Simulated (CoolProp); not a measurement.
Computed with CoolProp (reference Helmholtz-energy equation of state, Lemmon 2006). It is a short technical equation, of lower accuracy than the large ones.

Task: For acetone, give the phase and the speed of sound (m/s) at 106.95 °C and 61.1 kPa; 52.15 °C and 5170 kPa.

Result: 
- 106.95 °C and 61.1 kPa: gas; speed of sound 242
- 52.15 °C and 5170 kPa: liquid; speed of sound 1080
